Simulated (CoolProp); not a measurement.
Properties of tetrahydrofuran along the isobar 4.42 bar.

Computed with CoolProp (reference Helmholtz-energy equation of state, Fiedler 2023).

| T (K) | phase | density (kg/m³) | Joule-Thomson coefficient (K/MPa) | isothermal compressibility (1/MPa) | expansivity (1/kK) | fugacity coefficient |
|---|---|---|---|---|---|---|
| 366.4 | liquid | 803.5 | -0.2735 | [?] | 1.529 | 0.4932 |
| 374.2 | liquid | 793.9 | -0.2534 | 0.002033 | 1.578 | 0.6005 |
| 381.9 | liquid | 784.1 | -0.2321 | 0.002214 | [?] | 0.7219 |
| 389.7 | liquid | 774.0 | -0.2088 | 0.002423 | 1.691 | 0.8614 |
| 397.4 | gas | 10.48 | 18.13 | 2.477 | 3.250 | [?] |
| 405.2 | gas | 10.23 | 16.96 | 2.461 | 3.136 | 0.9303 |
| 413 | gas | [?] | 15.90 | 2.447 | 3.032 | 0.9343 |
| 420.7 | gas | 9.757 | 14.95 | 2.434 | 2.937 | 0.9380 |
| 428.5 | gas | 9.540 | [?] | 2.423 | 2.848 | 0.9414 |
| 436.2 | gas | 9.336 | 13.26 | 2.412 | 2.766 | 0.9445 |
| 444 | gas | 9.139 | 12.52 | 2.403 | [?] | 0.9475 |
| 451.7 | gas | 8.955 | [?] | [?] | 2.618 | 0.9503 |

**Question.** What belongs in the gaps?

**Answer.** 
- 366.4, isothermal compressibility (1/MPa): 0.001871
- 381.9, expansivity (1/kK): 1.631
- 397.4, fugacity coefficient: 0.9260
- 413, density (kg/m³): 9.984
- 428.5, Joule-Thomson coefficient (K/MPa): 14.06
- 444, expansivity (1/kK): 2.689
- 451.7, Joule-Thomson coefficient (K/MPa): 11.85
- 451.7, isothermal compressibility (1/MPa): 2.394
